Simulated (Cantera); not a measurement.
Input: 1 mol PbS, 53 mol H₂, held at 2148 K and 1.20 bar.

Method: chemical equilibrium by Gibbs-energy minimisation in Cantera with the NASA 1993 tables (ideal gas, pure condensed phases). Candidate condensed phases: Pb, PbS, S; 10 gas species. Kinetics and transport are ignored.

Base state: H₂ 0.964, Pb 0.0145, H₂S 0.0107, PbS 0.00394, H 0.00374, SH 0.00238, S₂ 0.000624, S 0.000179 (mole fractions); condensed: gas only.

Question: What changes in the equilibrium state with this change: PbS replaced by FeS?

Answer: 
| species | before | after |
|---|---|---|
| H₂ | 0.964 | 0.977 |
| H₂S | 0.0107 | 0.0136 |
| H | 0.00374 | 0.00376 |
| Pb | 0.0145 | 0 |
| PbS | 0.00394 | 0 |
| Fe | 0 | 0.00142 |
| S₂ | 0.000624 | 0.000977 |
| SH | 0.00238 | 0.00300 |
| S | 0.000179 | 0.000224 |
| Fe(l), mol | 0 | 0.924 |
Further candidate phases: Fe, FeS, FeS₂.
